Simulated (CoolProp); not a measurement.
Toluene at 311.07 K and 19.9 MPa flows at 8 m/s in a round tube of 6 mm bore and 1.5 µm roughness, fully developed (64/Re and Nu = 3.66 if laminar; Colebrook and Gnielinski if turbulent). Each further row changes one setting.

Computed with CoolProp (reference Helmholtz-energy equation of state, Lemmon 2006). It is a short technical equation, of lower accuracy than the large ones.

```csv
case,Reynolds number,Darcy friction factor,pressure drop (Pa/m),heat-transfer coefficient (W/(m² K)),mass flow (kg/h)
as stated,74400,0.0202,93400,10900,705
velocity 16 m/s,149000,0.0181,335000,20300,1410
diameter 12 mm,149000,0.0174,40100,9850,2820
```

Viscosity comes from a separate model (Avgeri 2015). Thermal conductivity comes from a separate model (Assael 2012).
